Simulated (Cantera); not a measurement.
A perfectly stirred reactor is fed with C₂H₆ : O₂ : N₂ : H₂O = 1 : 3.2 : 17.5 : 0.85 (molar parts), at 0.860 bar; it is adiabatic with a 600 K inlet, and is followed from long to short residence time, starting on the burning branch (τ in s: 0.28, 0.12, 0.056, 0.025, 0.011, 0.0051, 0.0023, 0.001, 0.00047, 0.00021, 9.6e-05, 4.3e-05, 1.9e-05).

Computed with Cantera and GRI-Mech 3.0 (53 species, 325 reactions).

Problem. Predict: blow-out, bracketed by the residence times tried; x(C₂H₆) at τ = 0.280 s; x(O₂) at τ = 0.280 s; x(H₂O) at τ = 0.280 s; x(CH₃) at τ = 0.280 s; x(CH₂CO) at τ = 0.280 s; x(C₂H₆) at τ = 2.30 ms; x(O₂) at τ = 2.30 ms; x(H₂O) at τ = 2.30 ms; x(CH₃) at τ = 2.30 ms; x(CH₂CO) at τ = 2.30 ms.

Solution. 
```json
{
  "blow_out_bracketed_by_the_residence_times_tried": "burning at 0.210 ms, out at 96.0 µs",
  "x(C₂H₆) at τ = 0.280 s": "2.35e-7",
  "x(O₂) at τ = 0.280 s": "0.000632",
  "x(H₂O) at τ = 0.280 s": "0.154",
  "x(CH₃) at τ = 0.280 s": "1.75e-6",
  "x(CH₂CO) at τ = 0.280 s": "1.36e-7",
  "x(C₂H₆) at τ = 2.30 ms": "1.19e-5",
  "x(O₂) at τ = 2.30 ms": "0.00631",
  "x(H₂O) at τ = 2.30 ms": "0.145",
  "x(CH₃) at τ = 2.30 ms": "2.77e-5",
  "x(CH₂CO) at τ = 2.30 ms": "3.26e-6"
}
```
